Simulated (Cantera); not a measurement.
A closed system holds: 1 mol Si₃N₄, 0.21 mol C, 0.1 mol N₂, held at 2600 K and 1.00 bar.

Equilibrium computed with Cantera from the NASA thermochemical tables; the gas is ideal and each condensed phase is pure. Candidate condensed phases: C, Si, SiC, Si₃N₄; 20 gas species. Mutual solubility and eutectic melting of coexisting phases are not modelled. The tables' values for SiN are old estimates; treat these amounts as uncertain. Equilibrium is a limit: real reactors are often held back by kinetics, nucleation or transport.

Base state: N₂ 0.986, Si 0.00974, Si₂C 0.00178, SiN 0.000843, Si₂N 0.000701, SiC₂ 0.000300, Si₂ 0.000300, CN 6.83e-5 (mole fractions); condensed: Si(l) + SiC(s).

Problem. What changes in the equilibrium state with this change: temperature from 2600 K to 2748 K?

Solution. 
```json
[
 {"species": "N₂", "before": "0.986", "after": "0.961"},
 {"species": "Si", "before": "0.00974", "after": "0.0256"},
 {"species": "Si₂C", "before": "0.00178", "after": "0.00651"},
 {"species": "SiC₂", "before": "0.000300", "after": "0.00209"},
 {"species": "SiC", "before": "2.18e-6", "after": "1.49e-5"},
 {"species": "CN", "before": "6.83e-5", "after": "0.000267"},
 {"species": "Si(l), mol", "before": "2.76", "after": "2.71"},
 {"species": "SiC(s), mol", "before": "0.205", "after": "0.186"}
]
```
